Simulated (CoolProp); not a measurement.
Properties of toluene at several states.

Values from CoolProp's reference Helmholtz-energy equation of state, Lemmon 2006. It is a short technical equation, of lower accuracy than the large ones.

| T (°C) | p (MPa) | phase | Z | Joule-Thomson coefficient (K/MPa) | fugacity coefficient |
|---|---|---|---|---|---|
| 98.45 | 4.92 | liquid | [?] | [?] | [?] |
| 136.45 | 24.6 | liquid | [?] | [?] | [?] |
| -1.75 | 2.05 | liquid | 0.09423 | [?] | [?] |

**Question.** Some entries are withheld; supply them.

**Answer.** 
- 98.45, Z: 0.1840
- 98.45, Joule-Thomson coefficient (K/MPa): -0.3544
- 98.45, fugacity coefficient: 0.01674
- 136.45, Z: 0.8466
- 136.45, Joule-Thomson coefficient (K/MPa): -0.3452
- 136.45, fugacity coefficient: 0.01800
- -1.75, Joule-Thomson coefficient (K/MPa): -0.5005
- -1.75, fugacity coefficient: 0.0004335
